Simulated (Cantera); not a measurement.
## Thermodynamics of thermal oxidation and active oxidation of silicon, feed Si + O2 + H2 + CO2

A closed system holds: 1 mol Si, 0.079 mol O2, 2 mol H2, 0.056 mol CO2, equilibrated at 1580 Torr.

Method: chemical equilibrium by Gibbs-energy minimisation in Cantera with the NASA 1993 tables (ideal gas, pure condensed phases). Candidate condensed phases: C, C6H6, C7H8, C8H18, H2O, Si, SiC, SiO2; 123 gas species. Each liquid is taken as pure. Mutual solubility and eutectic melting of coexisting phases are not modelled. The tables hold silica as quartz up to 1696 K and as liquid above; real silica turns to tridymite and cristobalite and melts near 1996 K. Gases not in the tables: Si2H6 and higher silanes. The numbers say what is thermodynamically allowed, not how fast it happens.

| T (K) | x H2 | x SiO | x CO | x H | n Si(l) | n SiC(s) | n SiO2(condensed) |
|---|---|---|---|---|---|---|---|
| 1775 | 0.983 | 0.0150 | 0.00134 | 0.000198 | 0.798 | 0.0532 | 0.118 |
| 1800 | 0.977 | 0.0201 | 0.00209 | 0.000244 | 0.795 | 0.0516 | 0.112 |
| 1825 | 0.970 | 0.0266 | 0.00324 | 0.000299 | 0.792 | 0.0492 | 0.104 |
| 1850 | 0.960 | 0.0349 | 0.00494 | 0.000364 | 0.788 | 0.0456 | 0.0934 |
| 1875 | 0.946 | 0.0455 | 0.00745 | 0.000440 | 0.785 | 0.0402 | 0.0790 |
| 1900 | 0.929 | 0.0588 | 0.0111 | 0.000528 | 0.782 | 0.0320 | 0.0597 |
| 1925 | 0.907 | 0.0755 | 0.0164 | 0.000628 | 0.780 | 0.0197 | 0.0336 |
x: gas mole fraction; n: condensed amount in mol.

From 1775 K to 1925 K the condensed part is Si(l) + SiC(s) + SiO2(condensed). The main Si-bearing gas is SiO throughout. The share of Si in condensed phases is highest at 1775 K (96.9 %) and lowest at 1925 K (83.3 %).
